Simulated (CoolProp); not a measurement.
A simple Rankine cycle with chloromethane (R40): condensing at 296.15 K, boiler at 5.99 MPa, turbine inlet 449.2 K, turbine efficiency 0.6, pump efficiency 0.6, no recuperator. Each further row changes one setting.

Model: reference Helmholtz-energy equation of state, Thol 2014, in CoolProp.

```csv
case,thermal efficiency (%),net work (kJ/kg),heat in (kJ/kg),turbine exit temperature (K),volume ratio over the turbine
as stated,…,…,447,310.2,9.86
turbine inlet 469.2 K,13.1,62.8,478,…,9.73
condensing temperature 288.15 K,13.5,61.8,…,300.3,12.3
boiler pressure 4.19 MPa,12.0,57.1,478,…,6.82
turbine efficiency 0.5,10.1,45.1,447,…,10.3
```

Q: Fill in the missing entries.

A: 
- as stated, thermal efficiency (%): 12.6
- as stated, net work (kJ/kg): 56.1
- turbine inlet 469.2 K, turbine exit temperature (K): 335.5
- condensing temperature 288.15 K, heat in (kJ/kg): 460
- boiler pressure 4.19 MPa, turbine exit temperature (K): 341.0
- turbine efficiency 0.5, turbine exit temperature (K): 321.2
